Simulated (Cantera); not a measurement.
**Thermodynamics of silicon oxide and oxynitride deposition, feed SiH₂Cl₂ + O₃ + NO**

Charge: 1 mol SiH₂Cl₂, a varied amount of O₃, 0.18 mol NO, held at 775 °C and 10.0 mbar.

Equilibrium computed with Cantera from the NASA thermochemical tables; the gas is ideal and each condensed phase is pure. Candidate condensed phases: H₂O, NH₄Cl, Si, SiO₂, Si₂N₂O, Si₃N₄; 47 gas species. Mutual solubility and eutectic melting of coexisting phases are not modelled. The tables' values for SiCl₃ are old estimates; treat these amounts as uncertain. Kinetics and transport are ignored.

From 0.13 mol O₃ to 0.18 mol O₃ the condensed part is Si(s) + SiO₂(β-quartz) + Si₂N₂O(s). From 0.22 mol O₃ to 0.46 mol O₃ the condensed part is SiO₂(β-quartz) + Si₂N₂O(s). At 0.56 mol O₃ the condensed part is SiO₂(β-quartz). The main Si-bearing gas is SiCl₄ throughout.

```
n(O₃) (mol)  log p HCl  log p H₂  log p SiCl₄  log p N₂  log p SiHCl₃  log p SiCl₃  n Si(s)  n SiO₂(β-quartz)  n Si₂N₂O(s)
-----------  ---------  --------  -----------  --------  ------------  -----------  -------  ----------------  -----------
0.13             -3.24     -2.21        -2.56      <-14         -3.52        -3.91   0.0776             0.240       0.0900
0.15             -3.24     -2.21        -2.56      <-14         -3.52        -3.91   0.0476             0.270       0.0900
0.18             -3.24     -2.21        -2.56      <-14         -3.52        -3.91  0.00262             0.315       0.0900
0.22             -2.80     -2.25        -2.57    -11.60         -4.01        -4.38        0             0.375       0.0900
0.27             -2.49     -2.35        -2.65     -9.31         -4.50        -4.83        0             0.450       0.0900
0.32             -2.32     -2.46        -2.77     -7.76         -4.90        -5.18        0             0.525       0.0900
0.38             -2.18     -2.64        -2.94     -6.15         -5.39        -5.58        0             0.615       0.0899
0.46             -2.08     -2.96        -3.26     -4.14         -6.12        -6.15        0             0.742       0.0762
0.56             -2.07     -3.16        -3.46     -3.35         -6.54        -6.46        0             0.930            0
```
log p: log10 of the partial pressure in bar; n: condensed amount in mol.
